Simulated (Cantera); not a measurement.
Feed: 1 mol SiF4, 0.1 mol NH3, 25 mol N2, at 1725 K and 6.75 Torr.

Equilibrium computed with Cantera from the NASA thermochemical tables; the gas is ideal and each condensed phase is pure. The tables' values for SiF3, SiF2 are old estimates; treat these amounts as uncertain. Equilibrium is a limit: real reactors are often held back by kinetics, nucleation or transport.

```
species          before     after
-------------  --------  --------
N2                0.952     0.956
SiF4             0.0305    0.0380
H2              0.00159   0.00562
HF              0.00813  0.000185
SiF3            0.00687  0.000111
SiF2           0.000624   4.10e-7
H               7.81e-5   5.68e-8
SiHF3           1.19e-5   2.06e-5
Si3N4(s), mol         0  0.000115
```
Gas species are given as mole fractions.

### Question
Name the change that produced these shifts.
A) temperature from 1725 K to 1148.15 K
B) pressure from 6.75 Torr to 1.00 Torr
C) pressure from 6.75 Torr to 39.8 Torr
D) N2 from 25 to 45 mol

### Answer
A, temperature from 1725 K to 1148.15 K. The tables' values for SiF3 are old estimates; treat these amounts as uncertain
